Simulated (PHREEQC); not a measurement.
1 kg of water holding 0.15 mol/kgw NaCl and 0.14 mol/kgw KCl is evaporated at 25 °C; the solids stay in contact with the brine. No CO2 enters from the air. Solids allowed: Halite, Sylvite. Others were left out.

Base run: PHREEQC, Pitzer model, pitzer.dat. Each further column changes one thing. The table gives water activity.

```tsv
H2O removed (mol)	base	temperature from 25 to 75 °C	temperature from 25 to 5 °C
0	0.990	0.991	0.991
18.01	0.986	0.986	0.986
30.18	0.979	0.979	0.980
38.4	0.970	(withheld)	0.970
43.95	0.955	(withheld)	0.956
47.7	0.932	(withheld)	0.934
50.23	0.898	(withheld)	0.900
52.58	0.805	(withheld)	0.819
53.53	0.750	(withheld)	0.778
54.17	0.722	0.686	0.736
54.6	0.722	0.686	0.736
54.9	0.722	0.686	0.736
55.09	0.722	0.686	0.736
55.23	0.722	0.686	0.736
```

### Question
Complete the blanks.

### Answer

- 38.4, temperature from 25 to 75 °C: 0.969
- 43.95, temperature from 25 to 75 °C: 0.954
- 47.7, temperature from 25 to 75 °C: 0.931
- 50.23, temperature from 25 to 75 °C: 0.896
- 52.58, temperature from 25 to 75 °C: 0.804
- 53.53, temperature from 25 to 75 °C: 0.705

 Constants without temperature data keep their 25 °C values here.
